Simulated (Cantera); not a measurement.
Input (Python, Cantera):

```python
import numpy as np
import cantera as ct

gas = ct.Solution("gri30.yaml")
gas.TPX = 473, 10000, {'CO': 1, 'H2': 0.065, 'O2': 0.649, 'N2': 2.44}
flame = ct.FreeFlame(gas, width=0.2)
flame.set_refine_criteria(ratio=3, slope=0.08, curve=0.16)
flame.transport_model = "mixture-averaged"
flame.solve(loglevel=0, auto=True)
z, T = flame.grid, flame.T
thick = (T[-1] - T[0]) / np.gradient(T, z).max()
show = ['CO', 'H2', 'O2', 'H2O2', 'NO', 'H2O']
print(f"laminar burning velocity  {flame.velocity[0] * 100:.3f} cm/s")
print(f"burnt temperature         {T[-1]:.1f} K")
print(f"thermal thickness         {thick * 1e3:.4f} mm")
print(f"grid points               {len(z)}")
z0 = z[flame.heat_release_rate.argmax()]
print(f"{'z/mm':>9s}{'T/K':>9s}{'u/(m/s)':>9s}" + "".join(f"{s:>11s}" for s in show))
rows = []
for k in (-3, -2, -1.5, -1, -0.5, -0.25, 0, 0.25, 0.5, 1, 2, 4, 8):
    zz = z0 + k * thick
    rows.append([k * thick, np.interp(zz, z, T), np.interp(zz, z, flame.velocity),
                 *(np.interp(zz, z, flame.X[gas.species_index(s)]) for s in show)])
    print(f"{rows[-1][0] * 1e3:9.3f}{rows[-1][1]:9.1f}{rows[-1][2]:9.3f}" + "".join(f"{x:11.3e}" for x in rows[-1][3:]))
```

Output:

```
laminar burning velocity  86.135 cm/s
burnt temperature         2256.7 K
thermal thickness         16.2724 mm
grid points               154
     z/mm      T/K  u/(m/s)         CO         H2         O2       H2O2         NO        H2O
  -48.817    473.0    0.861  2.407e-01  1.565e-02  1.562e-01  3.207e-15  1.708e-16  1.876e-13
  -32.545    473.0    0.861  2.407e-01  1.565e-02  1.562e-01  2.298e-13  1.728e-16  1.095e-11
  -24.409    473.0    0.861  2.407e-01  1.565e-02  1.562e-01  7.221e-12  2.355e-16  2.608e-10
  -16.272    473.0    0.861  2.407e-01  1.563e-02  1.562e-01  4.412e-10  4.165e-15  1.164e-08
   -8.136    473.9    0.863  2.408e-01  1.534e-02  1.563e-01  8.769e-07  9.861e-12  1.124e-05
   -4.068    570.0    1.034  2.356e-01  1.366e-02  1.534e-01  8.088e-06  6.635e-09  1.195e-03
    0.000    983.2    1.757  1.946e-01  5.056e-03  1.281e-01  1.096e-07  6.887e-07  8.099e-03
    4.068   1282.5    2.241  1.298e-01  9.606e-04  8.574e-02  5.317e-08  5.941e-06  7.857e-03
    8.136   1432.0    2.466  9.944e-02  9.867e-04  6.932e-02  4.367e-08  1.419e-05  5.312e-03
   16.272   1574.9    2.682  8.860e-02  1.189e-03  6.531e-02  3.818e-08  2.740e-05  6.607e-03
   32.545   1718.3    2.898  8.260e-02  1.235e-03  6.416e-02  2.485e-08  4.386e-05  9.283e-03
   65.090   1856.7    3.100  7.392e-02  1.102e-03  6.166e-02  1.382e-08  7.060e-05  1.141e-02
  130.179   1984.0    3.281  6.329e-02  8.956e-04  5.801e-02  7.752e-09  1.458e-04  1.295e-02
```

Cantera simulation using GRI-Mech 3.0 (53 species, 325 reactions); the numbers are that mechanism's predictions, not measurements. Burning velocities carry a grid error of a few per cent, more on coarse grids.
